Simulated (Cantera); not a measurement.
An adiabatic, constant-pressure homogeneous reactor starts with 15.2 % CO, 0.289 % H2, 4.72 % CH4, 16.8 % O2, 63.0 % N2, equivalence ratio 1.0, at 1448 K and 10.0 bar.

Cantera simulation using GRI-Mech 3.0 (53 species, 325 reactions); the numbers are that mechanism's predictions, not measurements.

**Question.** Predict: time of steepest temperature rise; temperature at 6.00 s; equilibrium temperature; x(CO) at 6.00 s; x(H2) at 6.00 s; x(HO2) at 6.00 s; x(NO2) at 6.00 s.

**Answer.** 
```
Property                                                            Result
---------------------------------  ---------------------------------------
time of steepest temperature rise                                 0.214 ms
temperature at 6.00 s                                               2894 K
equilibrium temperature                                             2894 K
x(CO) at 6.00 s                      0.0672 (gas-phase equilibrium 0.0672)
x(H2) at 6.00 s                    0.00587 (gas-phase equilibrium 0.00587)
x(HO2) at 6.00 s                   1.05e-5 (gas-phase equilibrium 1.05e-5)
x(NO2) at 6.00 s                   7.69e-6 (gas-phase equilibrium 7.69e-6)
```
